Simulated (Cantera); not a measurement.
Input: 1 mol CaO, 1 mol Cl2, 3.7 mol H2, equilibrated at 400 °C.

Cantera equilibrium calculation (NASA polynomials, part measured and part estimated; ideal gas, pure solids and liquids). Candidate condensed phases: Ca, CaCl2, CaO, Ca(OH)2, H2O; 21 gas species. Condensed phases not in the tables: oxide chlorides. The numbers say what is thermodynamically allowed, not how fast it happens.

At 46.0 Pa, list the 3 most abundant gas species with their mole fractions, and the condensed phases.

H2 0.730, H2O 0.270, HCl 9.81e-5. Condensed: CaCl2(s) + CaO(s).
